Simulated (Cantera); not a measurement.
Thermodynamics of calcination and drying, feed CaCO₃ + H₂O + O₂

Charge: 1 mol CaCO₃, 1 mol H₂O, 0.037 mol O₂, at 1 atm.

Method: chemical equilibrium by Gibbs-energy minimisation in Cantera with the NASA 1993 tables (ideal gas, pure condensed phases). Candidate condensed phases: C, C₆H₆, C₇H₈, C₈H₁₈, Ca, CaCO₃, CaO, Ca(OH)₂, H₂O; 115 gas species. Equilibrium is a limit: real reactors are often held back by kinetics, nucleation or transport.

```json
[
 {"T (°C)": "1275", "x CO₂": "0.491", "x H₂O": "0.491", "x O₂": "0.0182", "x CO": "3.56e-5", "x OH": "0.000140", "n CaO(s)": "1.000"},
 {"T (°C)": "1375", "x CO₂": "0.491", "x H₂O": "0.491", "x O₂": "0.0182", "x CO": "0.000133", "x OH": "0.000303", "n CaO(s)": "1.000"},
 {"T (°C)": "1475", "x CO₂": "0.490", "x H₂O": "0.490", "x O₂": "0.0183", "x CO": "0.000426", "x OH": "0.000598", "n CaO(s)": "1.000"},
 {"T (°C)": "1575", "x CO₂": "0.489", "x H₂O": "0.490", "x O₂": "0.0186", "x CO": "0.00119", "x OH": "0.00110", "n CaO(s)": "1.000"},
 {"T (°C)": "1675", "x CO₂": "0.487", "x H₂O": "0.488", "x O₂": "0.0194", "x CO": "0.00294", "x OH": "0.00191", "n CaO(s)": "1.000"},
 {"T (°C)": "1775", "x CO₂": "0.482", "x H₂O": "0.485", "x O₂": "0.0211", "x CO": "0.00644", "x OH": "0.00318", "n CaO(s)": "1.000"},
 {"T (°C)": "1875", "x CO₂": "0.474", "x H₂O": "0.481", "x O₂": "0.0242", "x CO": "0.0126", "x OH": "0.00512", "n CaO(s)": "1.000"}
]
```
x: gas mole fraction; n: condensed amount in mol.

From 1275 °C to 1875 °C the condensed part is CaO(s). The main Ca-bearing gas is Ca(OH)₂ throughout.
